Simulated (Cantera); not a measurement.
An adiabatic, constant-volume homogeneous reactor starts with 6.12 % CH4, 19.8 % O2, 74.1 % N2, at 1275 K and 10.0 bar.

Computed with Cantera and GRI-Mech 3.0 (53 species, 325 reactions).

### Question
Predict: time of steepest temperature rise; temperature at 0.600 s; equilibrium temperature; x(O2) at 0.600 s; x(H2O) at 0.600 s; x(OH) at 0.600 s.

### Answer
```json
{
 "time_of_steepest_temperature_rise": "1.50 ms",
 "temperature at 0.600 s": "2694 K",
 "equilibrium_temperature": "2694 K",
 "x(O2) at 0.600 s": "0.0660 (gas-phase equilibrium 0.0660)",
 "x(H2O) at 0.600 s": "0.115 (gas-phase equilibrium 0.115)",
 "x(OH) at 0.600 s": "0.00951 (gas-phase equilibrium 0.00951)"
}
```
